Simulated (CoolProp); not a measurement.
Saturation properties of nitrogen.

Computed with CoolProp (reference Helmholtz-energy equation of state, Span 2000).

```tsv
T (K)	p (kPa)	liquid density (kg/m³)	vapour density (kg/m³)	enthalpy of vaporisation (kJ/kg)	surface tension (mN/m)	liquid conductivity (mW/(m K))
96.5	605.4	709.8	24.89	168.4	4.78	107
99.2	736.0	694.2	30.21	162.7	4.24	102
102	891.7	677.0	36.70	156.4	3.70	96.2
104.7	1063	659.5	44.07	149.6	3.19	90.9
107.5	1264	640.1	53.08	141.9	2.68	85.4
110.2	1483	619.9	63.41	133.7	2.21	80.0
112.9	1728	597.7	75.80	124.4	1.75	74.7
115.7	2011	571.9	91.58	113.4	1.31	69.3
118.4	2315	543.1	110.9	100.8	0.902	64.0
121.1	2652	508.0	136.7	85.20	0.531	59.0
123.9	3041	457.0	178.1	62.39	0.196	55.4
```

It boils at 77.4 K under 1 atm.

Thermal conductivity comes from a separate model (Lemmon 2004). Surface tension comes from a separate correlation (Mulero 2012).
